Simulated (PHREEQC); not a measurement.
## Nickel, zinc or cadmium bath (model solution)

Consider water at 25 °C with 0.0029 mol NiSO4 and 0.011 mol NaCl per kg of water. Closed to the air; pH follows from the charge balance.

Computed with PHREEQC (ion-association model, wateq4f.dat).

```json
{
  "pH": "6.37",
  "ionic_strength": "0.0208 mol/kgw"
}
```

```tsv
species	molality	activity	log γ
Cl-	0.0110	0.00948	-0.063
Na+	0.0109	0.00951	-0.060
Ni+2	0.00248	0.00141	-0.245
SO4-2	0.00244	0.00141	-0.239
NiSO4	0.000385	0.000387	0.002
NaSO4-	7.67e-5	6.70e-5	-0.059
NiCl+	3.86e-5	3.36e-5	-0.061
NiCl2	1.15e-6	1.16e-6	0.002
NiOH+	5.22e-7	4.53e-7	-0.061
H+	4.83e-7	4.29e-7	-0.052
HSO4-	6.75e-8	5.87e-8	-0.061
Ni(SO4)2-2	5.13e-8	2.92e-8	-0.245
OH-	2.70e-8	2.33e-8	-0.063
```

This is a speciation only: nothing precipitates in the calculation. Complexes and solids missing from the database can't appear.
